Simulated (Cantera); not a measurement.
Mixture: CH4 : O2 : N2 = 1 : 2.56 : 17.4 (molar parts), at 0.910 bar, adiabatic and at constant pressure. Ignition delay is the time to a rise of 400 K.

Computed with Cantera and GRI-Mech 3.0 (53 species, 325 reactions).

Question: Predict: delay at 1098 K; delay at 1198 K; delay at 1298 K; delay at 1398 K; apparent activation energy between 1348 and 1448 K.

Answer: 
| Property | Value |
|---|---|
| delay at 1098 K | 0.363 s |
| delay at 1198 K | 79.6 ms |
| delay at 1298 K | 20.1 ms |
| delay at 1398 K | 5.78 ms |
| apparent activation energy between 1348 and 1448 K | 190 kJ/mol |
